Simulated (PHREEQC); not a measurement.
4.2 g of hydrous ferric oxide (600 m²/g; 0.2 weak and 0.005 strong sites per Fe, Dzombak-Morel constants, diffuse double layer) in 1 kg of water with 0.005 mol/kgw of an inert sodium salt and 3.5 mmol/kgw MgCl2, at 25 °C; the pH is set by adding NaOH or the inert anion's acid. Oxygen is held at 0.21 atm. CO2 from the air is kept out. Precipitation was switched off in this run.

All values are PHREEQC results (ion-association model, wateq4f.dat), not measurements.

```
pH     Mg sorbed (%)  surface charge σ (C/m²)  surface potential ψ (mV)
-----  -------------  -----------------------  ------------------------
4                0.0                    0.247                       176
4.67             0.0                    0.168                       158
5.33             0.0                    0.105                       135
6                0.2                    0.060                       107
6.67             2.5                    0.031                        77
7.33            23.5                    0.016                        51
8               65.7                    0.010                        36
8.67            92.6                    0.004                        16
9.33            99.3                   -0.004                       -15
10             100.0                   -0.014                       -49
10.67          100.0                   -0.031                       -81
11.33          100.0                   -0.056                      -106
12             100.0                   -0.086                      -115
```
